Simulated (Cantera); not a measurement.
**Hydrocarbon pyrolysis for carbon deposition**

An isothermal, constant-pressure homogeneous reactor starts with CH₄ : H₂ = 1 : 9.3 (molar parts), at 1975 K and 1.00 bar.

Computed with Cantera and GRI-Mech 3.0 (53 species, 325 reactions). GRI-Mech 3.0 stops at C3 and has no aromatics, soot or wall deposition, so with more carbon than oxygen in the feed, carbon stays in small species such as C2H2 where larger ones or solid carbon would form.

```tsv
t (s)	x CH₄	x H₂	x C₂H₂	x C₂H₆	x H	x CH₃	x C₂H₄
1.00e-5	0.0962	0.903	2.65e-7	6.09e-6	0.000366	0.000761	8.57e-6
2.78e-5	0.0948	0.902	2.60e-5	4.06e-5	0.000847	0.00174	0.000146
7.74e-5	0.0912	0.904	0.000797	7.06e-5	0.00118	0.00233	0.000707
0.000215	0.0828	0.908	0.00466	5.97e-5	0.00120	0.00215	0.000783
0.000600	0.0658	0.918	0.0128	3.83e-5	0.00123	0.00173	0.000569
0.00167	0.0418	0.931	0.0243	1.58e-5	0.00127	0.00112	0.000369
0.00464	0.0206	0.943	0.0343	4.00e-6	0.00131	0.000563	0.000297
0.0129	0.00878	0.950	0.0398	7.84e-7	0.00133	0.000243	0.000300
0.0360	0.00425	0.952	0.0419	2.29e-7	0.00134	0.000119	0.000309
0.100	0.00341	0.953	0.0423	1.68e-7	0.00135	9.50e-5	0.000311
0.278	0.00339	0.953	0.0423	1.67e-7	0.00135	9.46e-5	0.000311
0.775	0.00339	0.953	0.0423	1.67e-7	0.00135	9.46e-5	0.000311
2.16	0.00339	0.953	0.0423	1.67e-7	0.00135	9.46e-5	0.000311
6.00	0.00339	0.953	0.0423	1.67e-7	0.00135	9.46e-5	0.000311
```
x: mole fraction; the columns are a selection and need not sum to one.

Equilibrium at this temperature and pressure: CH₄ 0.00339, H₂ 0.953, C₂H₂ 0.0423, C₂H₆ 1.67e-7, H 0.00135, CH₃ 9.46e-5, C₂H₄ 0.000311 (gas phase only).
